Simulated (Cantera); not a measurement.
A perfectly stirred reactor is fed with 80.0 % NH3, 20.0 % H2, at 45000 Pa; it is held at 1850 K, and followed from long to short residence time.

Cantera simulation using the gas-phase N/H chemistry of the illustrative SiF4/NH3 mechanism in the Surface Chemkin manual (1991); the numbers are that mechanism's predictions, not measurements. Walls and surfaces, which speed up NH3 decomposition in real reactors, are not modelled.

Problem. Predict: x(NH3) at τ = 0.930 s; x(H2) at τ = 0.930 s; x(N2) at τ = 0.930 s; x(H) at τ = 0.930 s; x(N2H4) at τ = 0.930 s; x(NH3) at τ = 85.0 ms; x(H2) at τ = 85.0 ms; x(N2) at τ = 85.0 ms; x(H) at τ = 85.0 ms; x(N2H4) at τ = 85.0 ms.

Solution. 
| Quantity | Value |
|---|---|
| x(NH3) at τ = 0.930 s | 0.225 |
| x(H2) at τ = 0.930 s | 0.615 |
| x(N2) at τ = 0.930 s | 0.160 |
| x(H) at τ = 0.930 s | 0.000211 |
| x(N2H4) at τ = 0.930 s | 3.49e-8 |
| x(NH3) at τ = 85.0 ms | 0.636 |
| x(H2) at τ = 85.0 ms | 0.318 |
| x(N2) at τ = 85.0 ms | 0.0455 |
| x(H) at τ = 85.0 ms | 7.73e-5 |
| x(N2H4) at τ = 85.0 ms | 1.39e-7 |
